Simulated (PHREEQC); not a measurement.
**Brine (model solution)**

Solution (40 °C): 1 mol/kgw KOH and 0.53 mol/kgw KCl. Closed to the air; pH follows from the charge balance.

All values are PHREEQC results (Pitzer model, pitzer.dat), not measurements.

No solid was allowed to form.

Q: Estimate the pH.

A: pH 13.48.

In brines, pH and single-ion activities rest on the MacInnes convention. Constants without temperature data keep their 25 °C values here.
